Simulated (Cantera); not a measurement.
A perfectly stirred reactor is fed with H2 : O2 : N2 : H2O = 0.64 : 1 : 3.6 : 0.076 (molar parts), equivalence ratio 0.32, at 100.0 Torr; it is held at 1225 K, and followed from long to short residence time.

Computed with Cantera and the H2/O2 subset of GRI-Mech 3.0, which has no nitrogen chemistry. The temperature is held fixed by assumption; the heat of reaction is taken as removed at once.

Problem. Predict: x(H2) at τ = 11.0 s; x(O2) at τ = 11.0 s; x(H) at τ = 11.0 s; x(O) at τ = 11.0 s; x(HO2) at τ = 11.0 s; x(H2) at τ = 0.300 s; x(O2) at τ = 0.300 s; x(H) at τ = 0.300 s; x(O) at τ = 0.300 s; x(HO2) at τ = 0.300 s.

Solution. 
```json
{
 "x(H2) at τ = 11.0 s": "3.50e-5",
 "x(O2) at τ = 11.0 s": "0.136",
 "x(H) at τ = 11.0 s": "2.24e-6",
 "x(O) at τ = 11.0 s": "2.77e-5",
 "x(HO2) at τ = 11.0 s": "9.21e-7",
 "x(H2) at τ = 0.300 s": "0.000374",
 "x(O2) at τ = 0.300 s": "0.136",
 "x(H) at τ = 0.300 s": "8.41e-5",
 "x(O) at τ = 0.300 s": "0.000316",
 "x(HO2) at τ = 0.300 s": "5.72e-6"
}
```
